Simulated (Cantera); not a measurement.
A closed system holds: 1 mol CO, 0.49 mol CO2, equilibrated at 2773 K and 42.0 bar.

These are equilibrium values from Cantera (NASA tables, ideal gas, pure condensed phases), not measurements of a reactor. Candidate condensed phases: C; 12 gas species. The ideal-gas law is rough above about 30 bar. Kinetics and transport are ignored.

Q: What is the equilibrium state?

A: 
```
Quantity                                    Value
--------------------------------------  ---------
x(CO)                                       0.671
x(CO2)                                      0.329
x(O2)                                    0.000104
x(O)                                      7.69e-5
gas amount                              1.490 mol
log10 activity of C(graphite) (absent)      -3.96
```
